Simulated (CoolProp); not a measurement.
Ethylene along the isobar 20.7 MPa: density (kg/m³) from the reference equation and from simpler models built on Tc = 9.2 °C, pc = 5.042 MPa, ω = 0.087; each cubic takes its own stable root.

Model: reference Helmholtz-energy equation of state, Smukala 2000, in CoolProp.

| T (°C) | phase | reference | van der Waals | Redlich-Kwong | Soave-Redlich-Kwong | Peng-Robinson |
|---|---|---|---|---|---|---|
| -54.15 | liquid | 523.4 | 366.7 | 506.0 | 508.6 | 571.3 |
| -41.05 | liquid | 505.7 | 358.1 | 487.5 | 490.2 | 550.2 |
| -27.95 | liquid | 487.4 | 349.3 | 468.3 | 470.7 | 527.7 |
| -14.85 | liquid | 468.4 | 340.2 | 448.2 | 450.1 | 503.8 |
| -1.75 | liquid | 448.4 | 330.8 | 427.4 | 428.4 | 478.4 |
| 11.35 | supercritical | 427.5 | 321.1 | 406.0 | 405.8 | 451.6 |
| 24.35 | supercritical | 405.7 | 311.2 | 384.2 | 382.4 | 423.9 |
| 37.45 | supercritical | 382.7 | 301.0 | 361.9 | 358.2 | 395.2 |
| 50.55 | supercritical | 358.9 | 290.5 | 339.5 | 333.9 | 366.4 |
| 63.65 | supercritical | 334.5 | 279.8 | 317.5 | 309.9 | 338.2 |
| 76.75 | supercritical | 310.3 | 268.9 | 296.3 | 286.9 | 311.5 |
| 89.85 | supercritical | 287.0 | 257.9 | 276.2 | 265.5 | 286.9 |
| 102.95 | supercritical | 265.4 | 246.9 | 257.6 | 246.1 | 264.8 |
| 116.05 | supercritical | 245.9 | 236.0 | 240.7 | 228.9 | 245.4 |
| 129.15 | supercritical | 228.7 | 225.3 | 225.6 | 213.8 | 228.5 |
